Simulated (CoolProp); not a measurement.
Vapour-liquid equilibrium of carbon dioxide (1) + neopentane (2) at 264.5 K; x and y are mole fractions of (1).

Values from CoolProp's multi-fluid Helmholtz-energy mixture model, Span 1996 and Lemmon 2006; pair parameters Bell 2016.

```
x     bubble pressure (MPa)  y at the bubble point  dew pressure at overall composition x (MPa)  liquid density (mol/L)
----  ---------------------  ---------------------  -------------------------------------------  ----------------------
0.05                 0.2327                  0.784                                      0.05262                   8.905
0.2                  0.7918                  0.936                                      0.06260                   9.953
0.35                  1.263                  0.960                                      0.07715                   11.20
0.5                   1.607                  0.970                                       0.1004                   12.71
0.65                  1.881                  0.976                                       0.1435                   14.61
0.8                   2.176                  0.984                                       0.2515                   17.11
0.95                  2.582                  0.995                                        1.015                   20.63
```

No azeotrope shows between x = 0.05 and 0.95.

Pair parameters are fitted to limited data, so mixtures are less certain than the pure fluids. The gap from Raoult's law changes sign with composition, which may be real or a fault of the pair parameters; it wasn't checked against measurements.
